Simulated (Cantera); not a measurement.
Input: 1 mol trisilylamine, 0.41 mol NH3, 17 mol H2, equilibrated at 36.0 mbar.

These are equilibrium values from Cantera (NASA tables, ideal gas, pure condensed phases), not measurements of a reactor. Candidate condensed phases: Si, Si3N4; 18 gas species. The feed counts by its element totals alone. Mutual solubility and eutectic melting of coexisting phases are not modelled. Gases not in the tables: Si2H6 and higher silanes. Rates play no part.

### Question
Which condensed phases are stable at each of these points (T (°C)): 900, 950, 1000, 1050, 1100, 1150, 1200, 1250, 1300, 1350, 1400, 1450, 1500, 1550?

### Answer
```json
[
 {"T (°C)": "900", "condensed phases": "Si(s) + Si3N4(s)", "Si condensed (%)": "100.0"},
 {"T (°C)": "950", "condensed phases": "Si(s) + Si3N4(s)", "Si condensed (%)": "100.0"},
 {"T (°C)": "1000", "condensed phases": "Si(s) + Si3N4(s)", "Si condensed (%)": "100.0"},
 {"T (°C)": "1050", "condensed phases": "Si(s) + Si3N4(s)", "Si condensed (%)": "100.0"},
 {"T (°C)": "1100", "condensed phases": "Si(s) + Si3N4(s)", "Si condensed (%)": "100.0"},
 {"T (°C)": "1150", "condensed phases": "Si(s) + Si3N4(s)", "Si condensed (%)": "100.0"},
 {"T (°C)": "1200", "condensed phases": "Si(s) + Si3N4(s)", "Si condensed (%)": "100.0"},
 {"T (°C)": "1250", "condensed phases": "Si(s) + Si3N4(s)", "Si condensed (%)": "100.0"},
 {"T (°C)": "1300", "condensed phases": "Si(s) + Si3N4(s)", "Si condensed (%)": "100.0"},
 {"T (°C)": "1350", "condensed phases": "Si(s) + Si3N4(s)", "Si condensed (%)": "100.0"},
 {"T (°C)": "1400", "condensed phases": "Si(s) + Si3N4(s)", "Si condensed (%)": "100.0"},
 {"T (°C)": "1450", "condensed phases": "Si(l)", "Si condensed (%)": "100.0"},
 {"T (°C)": "1500", "condensed phases": "Si(l)", "Si condensed (%)": "99.9"},
 {"T (°C)": "1550", "condensed phases": "Si(l)", "Si condensed (%)": "99.9"}
]
```

From 900 °C to 1400 °C the condensed part is Si(s) + Si3N4(s). From 1450 °C to 1550 °C the condensed part is Si(l).
